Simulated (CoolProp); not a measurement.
CH2F2 (R32) at several states: fugacity coefficient from the reference equation and from simpler models built on Tc = 351.3 K, pc = 5.783 MPa, ω = 0.277; each cubic takes its own stable root.

The numbers come from the reference Helmholtz-energy equation of state, Tillner-Roth 1997 in CoolProp.

```json
[
 {"T (K)": "255.2", "p (MPa)": "4.34", "phase": "liquid", "reference": "0.09944"},
 {"T (K)": "161.2", "p (MPa)": "0.0206", "phase": "liquid", "reference": "0.05738"},
 {"T (K)": "270.6", "p (MPa)": "0.0915", "phase": "gas", "reference": "0.9841"}
]
```

### Question
How far does each simpler model (van der Waals, Redlich-Kwong, Soave-Redlich-Kwong, Peng-Robinson) lie from the reference over these 3 states: mean and median of the absolute difference, and the worst?

### Answer
- van der Waals: mean 614.5 %, median 210.8 %, worst +1632.0 % at 161.2 K and 0.0206 MPa
- Redlich-Kwong: mean 89.9 %, median 59.8 %, worst +209.3 % at 161.2 K and 0.0206 MPa
- Soave-Redlich-Kwong: mean 7.0 %, median 6.0 %, worst -14.5 % at 161.2 K and 0.0206 MPa
- Peng-Robinson: mean 2.6 %, median 3.6 %, worst -4.0 % at 161.2 K and 0.0206 MPa

At some of these states van der Waals gives the other phase, because its saturation line lies elsewhere.
